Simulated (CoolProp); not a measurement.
Model: reference Helmholtz-energy equation of state, Thol 2017, in CoolProp.

Give the vapour pressure (MPa), enthalpy of vaporisation (kJ/kg), liquid cp (kJ/(kg K)), vapour Z of saturated decamethyltetrasiloxane (MD2M) at 489.5, 501.3 K.


| T (K) | p (MPa) | enthalpy of vaporisation (kJ/kg) | liquid cp (kJ/(kg K)) | vapour Z |
|---|---|---|---|---|
| 489.5 | 0.167 | 121 | 2.16 | 0.892 |
| 501.3 | 0.214 | 116 | 2.19 | 0.870 |
